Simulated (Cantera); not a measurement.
Input: 1 mol Si, 2.5 mol HF, 0.11 mol H2, held at 573.15 K and 60000 Pa.

Method: chemical equilibrium by Gibbs-energy minimisation in Cantera with the NASA 1993 tables (ideal gas, pure condensed phases). Candidate condensed phases: Si; 25 gas species. Kinetics and transport are ignored.

Q: What is the equilibrium state?

A: 
```json
{
  "x(H2)": "0.680",
  "x(SiF4)": "0.304",
  "x(SiHF3)": "0.0154",
  "x(SiH2F2)": "0.000586",
  "x(SiH3F)": "3.40e-6",
  "n(Si(s))": "0.367 mol",
  "gas_amount": "1.977 mol"
}
```
